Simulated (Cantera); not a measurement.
## Carbothermic reduction: CuO + CH₄ + N₂

Feed: 1 mol CuO, 0.98 mol CH₄, 0.38 mol N₂, at 2002 °C and 5.20 mbar.

These are equilibrium values from Cantera (NASA tables, ideal gas, pure condensed phases), not measurements of a reactor. Candidate condensed phases: C, C₆H₆, C₇H₈, C₈H₁₈, Cu, CuO, Cu(OH)₂, Cu₂O, H₂O; 139 gas species. Equilibrium is a limit: real reactors are often held back by kinetics, nucleation or transport.

x(H₂): 0.396
x(Cu): 0.223
x(CO): 0.218
x(N₂): 0.0847
x(H): 0.0741
x(H₂O): 0.00393
x(CO₂): 0.000392
x(OH): 0.000115
x(Cu₂): 5.94e-5
gas amount: 4.486 mol
log10 activity of Cu(l) (absent): -1.54
log10 activity of C(graphite) (absent): -5.29
